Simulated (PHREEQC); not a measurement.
Dissolve 0.0063 mol/kgw NH3 at 20 °C. Closed to the air; pH follows from the charge balance.

All values are PHREEQC results (ion-association model, wateq4f.dat), not measurements.

```csv
quantity,before,after
ionic strength (mol/kgw),0.000326,9.65e-5
NH3 (mol/kgw),0.00597,0.000534
NH4+ (mol/kgw),0.000326,9.65e-5
```

Problem. What was changed between the two runs?
A. NH3 from 0.0063 to 0.0315 mol/kgw
B. diluted 10-fold with water
C. diluted 5-fold with water
D. NH3 from 0.0063 to 0.00315 mol/kgw
E. diluted 100-fold with water

Solution. B, diluted 10-fold with water

This is a speciation only: nothing precipitates in the calculation.
